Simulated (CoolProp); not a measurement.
The numbers come from the reference Helmholtz-energy equation of state, Thol 2015 in CoolProp.

### Question
For octamethylcyclotetrasiloxane (D4), give the phase and the cp (kJ/(kg K)) at 620 K and 84.2 kPa.

### Answer
- 620 K and 84.2 kPa: gas; cp 2.04
